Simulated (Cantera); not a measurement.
An adiabatic, constant-pressure homogeneous reactor starts with 19.5 % CH₄, 16.9 % O₂, 63.6 % N₂, at 1350 K and 0.632 atm.

Model: GRI-Mech 3.0 (53 species, 325 reactions), integrated in Cantera.

x: mole fraction; the columns are a selection and need not sum to one.

```tsv
t (s)	T (K)	x CH₄	x O₂	x O	x HO₂	x H₂O₂
6.00e-6	1350	0.195	0.169	1.41e-10	7.07e-8	5.95e-10
1.70e-5	1350	0.195	0.169	1.80e-10	1.97e-7	4.31e-9
4.82e-5	1350	0.195	0.169	3.05e-10	5.31e-7	2.65e-8
0.000136	1350	0.195	0.169	7.89e-10	1.30e-6	1.13e-7
0.000387	1350	0.195	0.169	(withheld)	2.26e-6	2.55e-7
0.00110	1350	0.194	0.169	1.01e-8	2.12e-6	2.47e-7
0.00310	1352	0.194	0.169	1.83e-8	4.11e-6	5.01e-7
0.00879	1368	0.190	0.166	(withheld)	(withheld)	(withheld)
0.0249	2234	1.30e-7	6.96e-7	3.37e-6	4.62e-10	2.50e-10
0.0706	2234	6.42e-11	7.57e-7	3.67e-6	4.99e-10	2.70e-10
0.200	2235	5.96e-11	7.61e-7	3.68e-6	5.01e-10	2.71e-10
```

Q: What belongs in the gaps?

A: 
- 0.000387, x O: 3.11e-9
- 0.00879, x O: 7.13e-8
- 0.00879, x HO₂: 1.68e-5
- 0.00879, x H₂O₂: 2.47e-6
